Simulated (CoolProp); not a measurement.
Acetone along the isotherm 356.7 K: density (kg/m³) from the reference equation and from simpler models built on Tc = 508.1 K, pc = 4692 kPa, ω = 0.307; each cubic takes its own stable root.

Values from CoolProp's reference Helmholtz-energy equation of state, Lemmon 2006. It is a short technical equation, of lower accuracy than the large ones.

```json
[
 {"p (kPa)": "148", "phase": "gas", "reference": "3.057", "van der Waals": "2.963", "Redlich-Kwong": "2.986", "Soave-Redlich-Kwong": "2.999"},
 {"p (kPa)": "387", "phase": "liquid", "reference": "715.6", "van der Waals": "8.055", "Redlich-Kwong": "8.244", "Soave-Redlich-Kwong": "559.7"},
 {"p (kPa)": "626", "phase": "liquid", "reference": "716.0", "van der Waals": "13.62", "Redlich-Kwong": "533.3", "Soave-Redlich-Kwong": "560.1"},
 {"p (kPa)": "1010", "phase": "liquid", "reference": "716.6", "van der Waals": "367.8", "Redlich-Kwong": "534.3", "Soave-Redlich-Kwong": "560.9"},
 {"p (kPa)": "1630", "phase": "liquid", "reference": "717.7", "van der Waals": "370.0", "Redlich-Kwong": "536.1", "Soave-Redlich-Kwong": "562.1"},
 {"p (kPa)": "2640", "phase": "liquid", "reference": "719.3", "van der Waals": "373.4", "Redlich-Kwong": "538.7", "Soave-Redlich-Kwong": "563.9"},
 {"p (kPa)": "4260", "phase": "liquid", "reference": "721.9", "van der Waals": "378.2", "Redlich-Kwong": "542.8", "Soave-Redlich-Kwong": "566.8"},
 {"p (kPa)": "6890", "phase": "liquid", "reference": "726.0", "van der Waals": "385.0", "Redlich-Kwong": "548.9", "Soave-Redlich-Kwong": "571.3"},
 {"p (kPa)": "11100", "phase": "liquid", "reference": "732.0", "van der Waals": "393.8", "Redlich-Kwong": "557.6", "Soave-Redlich-Kwong": "577.7"},
 {"p (kPa)": "18000", "phase": "liquid", "reference": "741.1", "van der Waals": "404.9", "Redlich-Kwong": "569.6", "Soave-Redlich-Kwong": "586.9"},
 {"p (kPa)": "29000", "phase": "liquid", "reference": "753.7", "van der Waals": "417.8", "Redlich-Kwong": "584.8", "Soave-Redlich-Kwong": "599.1"},
 {"p (kPa)": "46900", "phase": "liquid", "reference": "771.0", "van der Waals": "432.2", "Redlich-Kwong": "603.5", "Soave-Redlich-Kwong": "614.5"}
]
```

At some of these states van der Waals, Redlich-Kwong gives the other phase, because its saturation line lies elsewhere.
